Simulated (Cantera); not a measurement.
**Thermodynamics of silicon carbide growth, feed Si(CH3)4 + H2**

Charge: 1 mol Si(CH3)4, a varied amount of H2, at 950 K and 0.180 bar.

Method: chemical equilibrium by Gibbs-energy minimisation in Cantera with the NASA 1993 tables (ideal gas, pure condensed phases). Candidate condensed phases: C, C6H6, C7H8, C8H18, Si, SiC; 87 gas species. The numbers say what is thermodynamically allowed, not how fast it happens.

At 85 mol H2 the condensed part is C(graphite) + SiC(s). From 270 mol H2 to 1800 mol H2 the condensed part is SiC(s).

```tsv
n(H2) (mol)	x H2	x CH4	x C2H6	x C2H4	x H	n C(graphite)	n SiC(s)
85	0.972	0.0285	9.28e-8	7.88e-8	1.29e-9	0.480	1.00
270	0.989	0.0110	1.36e-8	1.13e-8	1.30e-9	0	1.00
460	0.994	0.00648	4.70e-9	3.90e-9	1.31e-9	0	1.00
650	0.995	0.00459	2.36e-9	1.95e-9	1.31e-9	0	1.00
840	0.996	0.00356	1.41e-9	1.17e-9	1.31e-9	0	1.00
1000	0.997	0.00299	9.97e-10	8.25e-10	1.31e-9	0	1.00
1200	0.998	0.00249	6.93e-10	5.73e-10	1.31e-9	0	1.00
1400	0.998	0.00214	5.09e-10	4.21e-10	1.31e-9	0	1.00
1600	0.998	0.00187	3.90e-10	3.22e-10	1.31e-9	0	1.00
1800	0.998	0.00166	3.08e-10	2.55e-10	1.31e-9	0	1.000
```
x: gas mole fraction; n: condensed amount in mol.
